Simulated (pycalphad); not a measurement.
Phase fractions of Si-15.35Sn (at.%)

Source of the numbers: pycalphad with the COST 507 light-alloy database (1999); pressure 1 atm. The data set is of 1999 and partly superseded. Phase fractions are per mole of atoms.

| T (°C) | LIQUID | DIAMOND_A4 |
|---|---|---|
| 1402 | 1.000 | - |
| 1327 | 0.268 | 0.732 |
| 1252 | 0.193 | 0.807 |
| 1177 | 0.172 | 0.828 |
| 1102 | 0.164 | 0.836 |
| 1027 | 0.159 | 0.841 |
| 952 | 0.157 | 0.843 |
| 877 | 0.155 | 0.845 |
| 802 | 0.155 | 0.845 |
| 727 | 0.154 | 0.846 |
| 652 | 0.154 | 0.846 |
| 577 | 0.154 | 0.846 |
| 502 | 0.154 | 0.846 |
| 427 | 0.154 | 0.846 |
| 352 | 0.154 | 0.846 |
| 277 | 0.154 | 0.846 |

DIAMOND_A4 is diamond (Si).
